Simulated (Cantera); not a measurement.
Input: 1 mol PbO, 0.2 mol H2, equilibrated at 1152 °C and 0.00133 bar.

Equilibrium computed with Cantera from the NASA thermochemical tables; the gas is ideal and each condensed phase is pure. Candidate condensed phases: H2O, Pb, PbO, PbO2, Pb3O4; 12 gas species. Gases not in the tables: (PbO)n polymers. Equilibrium is a limit: real reactors are often held back by kinetics, nucleation or transport.

Base state: PbO 0.568, Pb 0.235, H2O 0.160, O2 0.0370, OH 0.000169, H2 1.50e-5 (mole fractions); condensed: gas only.

Q: What changes in the equilibrium state with this change: pressure from 0.00133 bar to 0.370 bar?

A: 
```csv
species,before,after
H2O,0.160,0.960
Pb,0.235,0.0309
PbO,0.568,0.00869
O2,0.0370,1.79e-6
H2,1.50e-5,0.000775
OH,0.000169,8.45e-6
"Pb(l), mol",0,0.193
"PbO(l), mol",0,0.798
```
Each liquid is taken as pure. Mutual solubility and eutectic melting of coexisting phases are not modelled.

Q: What changes in the equilibrium state with this change: H2 from 0.2 to 0.12 mol?

A: 
```json
[
 {"species": "PbO", "before": "0.568", "after": "0.631"},
 {"species": "Pb", "before": "0.235", "after": "0.212"},
 {"species": "H2O", "before": "0.160", "after": "0.101"},
 {"species": "O2", "before": "0.0370", "after": "0.0556"},
 {"species": "H2", "before": "1.50e-5", "after": "7.73e-6"},
 {"species": "OH", "before": "0.000169", "after": "0.000149"}
]
```
